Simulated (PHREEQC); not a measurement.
# Polishing slurry liquid: an equilibrium model

A solution holds 0.92 mol KOH and 6e-05 mol K2SO4 per kg of water, at 25 °C. Closed to the air; pH follows from the charge balance.

All values are PHREEQC results (ion-association model, phreeqc.dat), not measurements.

Precipitation was switched off in this run.

Problem. Predict the pH, activity of water, density.

Solution. pH 13.74; activity of water 0.969; density 1.041 g/cm³.

Problem. In which forms is S present?

Solution. SO4-2 51 %, KSO4- 49 % of the S.

The ionic strength is past about 0.7 mol/kgw, beyond the range of this activity model, so the values are rough.
